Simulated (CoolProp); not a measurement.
Vapour-liquid equilibrium of p-xylene (1) + n-decane (2) at 398.4 K; x and y are mole fractions of (1).

Computed with CoolProp (multi-fluid Helmholtz-energy mixture model, Zhou 2012 and Lemmon 2006; pair parameters Bell 2016).

```csv
x,"bubble pressure, mixture model (kPa)","bubble pressure, Raoult's law (kPa)","y, mixture model","y, Raoult's law"
0.05,26.79,26.49,0.140,0.133
0.2,34.34,33.44,(withheld),0.422
0.35,41.49,40.38,0.610,0.611
0.5,48.35,47.33,0.738,0.745
0.65,55.03,54.28,(withheld),0.844
0.8,(withheld),61.22,(withheld),0.921
0.95,68.26,68.17,0.980,0.982
```

Q: Some entries are withheld; supply them.

A: 
- 0.2, y, mixture model: 0.429
- 0.65, y, mixture model: 0.835
- 0.8, bubble pressure, mixture model (kPa): 61.64
- 0.8, y, mixture model: 0.913

The largest gap from Raoult's law is +2.7 % in bubble pressure, at x = 0.35. No azeotrope shows between x = 0.05 and 0.95.

The pair parameters rest on a limited set of measurements; away from them the model extrapolates.
